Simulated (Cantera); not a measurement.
A freely propagating, adiabatic, planar premixed flame of 9.23 % CH4, 15.4 % O2, 75.4 % N2, equivalence ratio 1.2, unburnt at 350 K and 2.37 atm; mixture-averaged transport, grid criteria slope 0.08 and curve 0.16, no radiation.

Computed with Cantera and GRI-Mech 3.0 (53 species, 325 reactions). Burning velocities carry a grid error of a few per cent, more on coarse grids.

Task: Predict: laminar burning velocity; thermal thickness; peak x(H2O2); peak x(CO); peak x(H); peak x(C2H2).

Result: 
| Property | Result |
|---|---|
| laminar burning velocity | 11.4 cm/s |
| thermal thickness | 0.550 mm |
| peak x(H2O2) | 2.24e-5 |
| peak x(CO) | 0.0426 |
| peak x(H) | 0.00195 |
| peak x(C2H2) | 0.000542 |
